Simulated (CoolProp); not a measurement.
Properties of isopentane along the isobar 17.1 MPa.

Values from CoolProp's reference Helmholtz-energy equation of state, Lemmon 2006. It is a short technical equation, of lower accuracy than the large ones.

```tsv
T (K)	phase	cp (kJ/(kg K))	speed of sound (m/s)	isothermal compressibility (1/MPa)	expansivity (1/kK)
360.6	liquid	2.506	874.5	0.002868	1.577
374.5	liquid	2.571	826.8	0.003272	1.648
388.5	liquid	2.638	780.3	0.003752	1.727
402.4	liquid	2.704	735.8	0.004316	1.813
416.3	liquid	2.770	692.9	0.004985	1.906
430.3	liquid	2.837	651.4	0.005785	2.009
444.2	liquid	2.902	612.3	0.006727	2.119
458.2	liquid	2.966	575.0	0.007851	2.236
472.1	supercritical	3.028	540.2	0.009163	2.357
486.1	supercritical	3.089	507.8	0.01070	2.482
500	supercritical	3.147	478.2	0.01247	2.606
```
